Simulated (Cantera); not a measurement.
Feed: 1 mol Fe2O3, 2.7 mol C, 0.57 mol CO, held at 2525 K.

These are equilibrium values from Cantera (NASA tables, ideal gas, pure condensed phases), not measurements of a reactor. Candidate condensed phases: C, Fe, Fe(CO)5, FeO, Fe2O3, Fe3O4; 15 gas species. Each liquid is taken as pure. Mutual solubility and eutectic melting of coexisting phases are not modelled. The tables' stoichiometric FeO is somewhat more stable than real wüstite, so its field is too wide. FeO: taken at fixed stoichiometry. Kinetics and transport are ignored.

x: gas mole fraction; n: condensed amount in mol.

| P (Pa) | x CO | x Fe | x CO2 | x O | x FeO | x O2 | n Fe(l) | n FeO(l) |
|---|---|---|---|---|---|---|---|---|
| 10 | 0.586 | 0.360 | 0.00406 | 0.0476 | 0.000837 | 0.000845 | 0 | 0 |
| 68 | 0.583 | 0.364 | 0.0172 | 0.0298 | 0.00360 | 0.00225 | 0 | 0 |
| 460 | 0.578 | 0.368 | 0.0362 | 0.00937 | 0.00774 | 0.00151 | 0 | 0 |
| 3200 | 0.574 | 0.369 | ? | ? | ? | ? | 0 | 0 |
| 22000 | ? | ? | ? | ? | ? | ? | ? | ? |
| 150000 | 0.904 | 0.0242 | 0.0710 | 3.60e-5 | 0.000638 | 7.25e-6 | 1.86 | 0.0597 |
| 1000000 | 0.924 | 0.00363 | 0.0725 | 5.40e-6 | 9.58e-5 | 1.09e-6 | 1.93 | 0.0617 |

Task: Complete the blanks.

Result: 
- 22000, x CO: 0.770
- 22000, x Fe: 0.165
- 22000, x CO2: 0.0604
- 22000, x O: 0.000245
- 22000, x FeO: 0.00435
- 22000, x O2: 4.94e-5
- 22000, n Fe(l): 1.29
- 22000, n FeO(l): 0.0435
- 3200, x CO2: 0.0448
- 3200, x O: 0.00168
- 3200, x FeO: 0.00967
- 3200, x O2: 0.000336
